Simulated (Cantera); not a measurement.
Chemical vapour transport: Fe₃O₄ + HCl

A closed system holds: 1 mol Fe₃O₄, 2.6 mol HCl, held at 1250 °C.

These are equilibrium values from Cantera (NASA tables, ideal gas, pure condensed phases), not measurements of a reactor. Candidate condensed phases: Fe, FeCl₂, FeCl₃, FeO, Fe(OH)₂, Fe(OH)₃, Fe₂O₃, Fe₃O₄, H₂O; 22 gas species. Mutual solubility and eutectic melting of coexisting phases are not modelled. Rates play no part.

From 7.50 Torr to 473 Torr the condensed part is Fe₃O₄(s). From 1880 Torr to 7500 Torr the condensed part is Fe₂O₃(s) + Fe₃O₄(s). The main Fe-bearing gas is FeCl₂ throughout. The share of Fe in condensed phases is highest at 473 Torr (88.1 %) and lowest at 7.50 Torr (85.6 %).

```tsv
P (Pa)	x HCl	x H₂O	x FeCl₂	x FeCl₃	x Cl	x O₂	x Cl₂	n Fe₃O₄(s)	n Fe₂O₃(s)
1000	0.623	0.173	0.159	0.00144	0.0209	0.0207	0.000938	0.856	0
4000	0.649	0.163	0.147	0.00396	0.0155	0.0193	0.00208	0.866	0
16000	0.669	0.157	0.132	0.0101	0.0110	0.0163	0.00421	0.874	0
63000	0.679	0.159	0.114	0.0226	0.00729	0.0117	0.00721	0.881	0
250000	0.673	0.171	0.0997	0.0402	0.00372	0.00375	0.00744	0.827	0.0785
1000000	0.652	0.190	0.0840	0.0622	0.00171	0.000937	0.00628	0.822	0.0761
```
x: gas mole fraction; n: condensed amount in mol.
